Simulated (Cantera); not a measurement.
Cantera run, input and output.

```python
import numpy as np
import cantera as ct

gas = ct.Solution("gri30.yaml")
gas.TPX = 725, 500000, {'CH4': 1, 'H2': 0.09, 'O2': 2.09, 'N2': 14.4}
inlet = ct.Reservoir(gas, clone=True)
gas.equilibrate("HP")  # start burning
reactor = ct.IdealGasConstPressureReactor(gas, energy="on", clone=False)
exhaust = ct.Reservoir(gas, clone=True)
tau = [0.045, 0.019, 0.0077, 0.0032, 0.0013, 0.00054, 0.00022, 9.3e-05, 3.8e-05, 1.6e-05, 6.6e-06][0]
for a, b in ((inlet, reactor), (reactor, exhaust)):
    ct.MassFlowController(a, b, mdot=lambda t: reactor.mass / tau)
net = ct.ReactorNet([reactor])
show = ['CH4', 'H2', 'O2', 'C2H2', 'C2H6']

rows = []
print(f"{'tau/s':>10s}{'T/K':>9s}" + "".join(f"{s:>11s}" for s in show))
for tau in [0.045, 0.019, 0.0077, 0.0032, 0.0013, 0.00054, 0.00022, 9.3e-05, 3.8e-05, 1.6e-05, 6.6e-06]:
    net.initial_time = 0.0
    net.advance(30 * tau)
    before = gas.X
    net.advance(40 * tau)
    drift = np.max(np.abs(gas.X - before) / (gas.X + 1e-9))
    rows.append([gas.T, *gas[show].X, drift])
    print(f"{tau:10.3e}{gas.T:9.1f}" + "".join(f"{x:11.3e}" for x in gas[show].X))
```

Result:

```
     tau/s      T/K        CH4         H2         O2       C2H2       C2H6
 4.500e-02   1979.5  7.252e-06  8.056e-04  3.600e-03  1.179e-08  2.771e-10
 1.900e-02   1970.9  1.288e-05  1.124e-03  4.091e-03  2.684e-08  7.713e-10
 7.700e-03   1958.2  2.343e-05  1.584e-03  4.810e-03  5.795e-08  2.093e-09
 3.200e-03   1941.2  4.224e-05  2.177e-03  5.772e-03  1.156e-07  5.307e-09
 1.300e-03   1917.7  7.902e-05  2.958e-03  7.119e-03  2.301e-07  1.385e-08
 5.400e-04   1886.6  1.520e-04  3.897e-03  8.942e-03  4.707e-07  3.827e-08
 2.200e-04   1842.2  3.276e-04  5.037e-03  1.176e-02  1.161e-06  1.389e-07
 9.300e-05    725.0  5.688e-02  5.119e-03  1.189e-01  4.148e-18  3.943e-17
 3.800e-05    725.0  5.688e-02  5.119e-03  1.189e-01  4.184e-21  3.979e-20
 1.600e-05    725.0  5.688e-02  5.119e-03  1.189e-01 -4.879e-25 -3.532e-24
 6.600e-06    725.0  5.688e-02  5.119e-03  1.189e-01 -1.602e-26 -2.646e-25
```

Detailed kinetics in Cantera: GRI-Mech 3.0 (53 species, 325 reactions).
